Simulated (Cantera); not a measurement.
Feed: 1 mol Ti(OiPr)4, 1.8 mol H2O, 4.8 mol H2, at 1798.15 K and 890 Pa.

Cantera equilibrium calculation (NASA polynomials, part measured and part estimated; ideal gas, pure solids and liquids). Candidate condensed phases: C, C6H6, C7H8, C8H18, H2O, Ti, TiC, TiO, TiO2, Ti2O3, Ti3O5, Ti4O7; 113 gas species. The feed counts by its element totals alone. TiC: taken at fixed stoichiometry. Rates play no part.

Base state: H2 0.777, CO 0.219, H 0.00329, C2H2 (acetylene) 0.000134 (mole fractions); condensed: C(graphite) + TiC(s).

### Question
What changes in the equilibrium state with this change: temperature from 1798.15 K to 1723.15 K?

### Answer
```csv
species,before,after
H2,0.777,0.779
CO,0.219,0.220
H,0.00329,0.00171
C2H2 (acetylene),0.000134,7.06e-5
"C(graphite), mol",5.19,5.20
"TiC(s), mol",1.00,1.00
```
